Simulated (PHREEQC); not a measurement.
Polishing slurry liquid

Make-up at 25 °C: 0.26 mol/kgw HNO3, 7.4e-05 mol/kgw H4SiO4 and 0.14 mol/kgw KH2PO4. Closed to the air; pH follows from the charge balance.

Equilibrium calculation in PHREEQC: ion-association model, phreeqc.dat.

| Item | Result |
|---|---|
| pH | 0.98 |
| ionic strength | 0.272 mol/kgw |
| activity of water | 0.989 |
| specific conductance | 57700 µS/cm |
| density | 1.017 g/cm³ |
| total alkalinity | -260 meq/kg |

```json
[
 {"species": "NO3-", "molality": "0.260", "activity": "0.173", "log γ": "-0.176"},
 {"species": "K+", "molality": "0.140", "activity": "0.0964", "log γ": "-0.162"},
 {"species": "H+", "molality": "0.132", "activity": "0.104", "log γ": "-0.105"},
 {"species": "H3PO4", "molality": "0.128", "activity": "0.136", "log γ": "0.027"},
 {"species": "H2PO4-", "molality": "0.0122", "activity": "0.00889", "log γ": "-0.138"},
 {"species": "H4SiO4", "molality": "7.40e-5", "activity": "7.88e-5", "log γ": "0.027"},
 {"species": "HPO4-2", "molality": "1.99e-8", "activity": "5.31e-9", "log γ": "-0.573"},
 {"species": "KHPO4-", "molality": "1.37e-9", "activity": "9.98e-10", "log γ": "-0.138"}
]
```

No solid was allowed to form. Species that the database lacks are ignored.
